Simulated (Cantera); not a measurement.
Input: 1 mol Cr2O3, 2.1 mol H2, at 0.0100 bar.

Method: chemical equilibrium by Gibbs-energy minimisation in Cantera with the NASA 1993 tables (ideal gas, pure condensed phases). Candidate condensed phases: Cr, Cr2O3, H2O; 13 gas species. Mutual solubility and eutectic melting of coexisting phases are not modelled. Equilibrium is a limit: real reactors are often held back by kinetics, nucleation or transport.

x: gas mole fraction; n: condensed amount in mol.

| T (K) | x H2 | x H2O | x Cr | x H | x CrO | x OH | n Cr(s) | n Cr2O3(s) |
|---|---|---|---|---|---|---|---|---|
| 1675 | 0.994 | 0.00347 | 0.00139 | … | 2.11e-6 | 1.96e-7 | 0.00194 | 0.998 |
| 1700 | 0.992 | 0.00395 | 0.00209 | … | 3.75e-6 | 3.02e-7 | 0.00115 | 0.997 |
| 1725 | 0.991 | 0.00454 | 0.00302 | … | 6.49e-6 | 4.66e-7 | 0 | 0.997 |
| 1750 | 0.988 | 0.00568 | 0.00378 | … | 1.06e-5 | 7.79e-7 | 0 | 0.996 |
| 1775 | 0.985 | 0.00705 | 0.00470 | … | 1.70e-5 | 1.28e-6 | 0 | 0.995 |
| 1800 | 0.982 | 0.00871 | 0.00580 | … | 2.69e-5 | 2.08e-6 | 0 | 0.994 |
| 1825 | 0.978 | 0.0107 | 0.00711 | … | 4.21e-5 | 3.32e-6 | 0 | 0.992 |
| 1850 | 0.973 | 0.0130 | 0.00866 | … | 6.51e-5 | 5.25e-6 | 0 | 0.991 |
| 1875 | 0.967 | 0.0158 | 0.0105 | … | 9.92e-5 | 8.19e-6 | 0 | 0.989 |
| 1900 | 0.960 | 0.0190 | 0.0126 | … | 0.000150 | 1.26e-5 | 0 | 0.986 |

Question: Fill in the missing entries.

Answer: 
- 1675, x H: 0.00116
- 1700, x H: 0.00147
- 1725, x H: 0.00185
- 1750, x H: 0.00231
- 1775, x H: 0.00287
- 1800, x H: 0.00355
- 1825, x H: 0.00435
- 1850, x H: 0.00531
- 1875, x H: 0.00645
- 1900, x H: 0.00778
